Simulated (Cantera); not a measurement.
**Nitride etching: BN + HF + H2**

A closed system holds: 1 mol BN, 20 mol HF, 7.2 mol H2, equilibrated at 1575 K and 133 Pa.

Method: chemical equilibrium by Gibbs-energy minimisation in Cantera with the NASA 1993 tables (ideal gas, pure condensed phases). Candidate condensed phases: B, BN; 31 gas species. The tables' values for BF2 are old estimates; treat these amounts as uncertain. Equilibrium is a limit: real reactors are often held back by kinetics, nucleation or transport.

```json
{
  "x(HF)": "0.625",
  "x(H2)": "0.319",
  "x(BF3)": "0.0366",
  "x(N2)": "0.0184",
  "x(H)": "0.000643",
  "x(BF2)": "0.000133",
  "x(BHF2)": "2.28e-5",
  "x(BF)": "1.02e-6",
  "gas_amount": "27.21 mol",
  "log10 activity of B(s) (absent)": "-6.71"
}
```
